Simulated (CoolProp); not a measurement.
Vapour-liquid equilibrium of methanol (1) + ethanol (2) at 4.84 bar; x and y are mole fractions of (1).

Values from CoolProp's multi-fluid Helmholtz-energy mixture model, de Reuck 1993 and Schroeder 2014; pair parameters Bell 2016.

Problem. Give the bubble temperature and the first vapour's composition at x = 0.125, 0.5, 0.725. Is there an azeotrope?

Solution. x = 0.125: 122.2 °C, y = 0.169; x = 0.5: 117.0 °C, y = 0.586; x = 0.725: 114.0 °C, y = 0.793. No azeotrope shows between x = 0.05 and 0.95.

Pair parameters are fitted to limited data, so mixtures are less certain than the pure fluids.
